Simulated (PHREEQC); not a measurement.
Solution (25 °C): 0.0026 mol/kgw NaBr. Closed to the air; pH follows from the charge balance.

Model: Pitzer model, pitzer.dat, run in PHREEQC.

No solid was allowed to form.

### Question
Predict the specific conductance, osmotic coefficient.

### Answer
specific conductance 313 µS/cm; osmotic coefficient 0.982.

Complexes and solids missing from the database can't appear.
